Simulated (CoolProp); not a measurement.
Properties of nitrogen at several states (Tc = 126.2 K, pc = 33.96 bar, ω = 0.037).

Values from CoolProp's reference Helmholtz-energy equation of state, Span 2000.

| T (K) | p (bar) | phase | speed of sound (m/s) | Joule-Thomson coefficient (K/MPa) | viscosity (µPa s) | Prandtl number |
|---|---|---|---|---|---|---|
| 317.9 | 5.82 | gas | ? | 1.828 | ? | 0.718 |
| 404.1 | 0.815 | gas | 409.5 | 0.9776 | 22.4 | 0.707 |
| 227.4 | 13.2 | gas | 307.3 | 3.560 | ? | 0.749 |
| 839.6 | 1.76 | gas | 581.6 | ? | 37.1 | 0.729 |

**Question.** Complete the blanks.

**Answer.** 
- 317.9, speed of sound (m/s): 364.4
- 317.9, viscosity (µPa s): 18.8
- 227.4, viscosity (µPa s): 14.6
- 839.6, Joule-Thomson coefficient (K/MPa): -0.4427

Viscosity comes from a separate model (Lemmon 2004). Thermal conductivity comes from a separate model (Lemmon 2004).
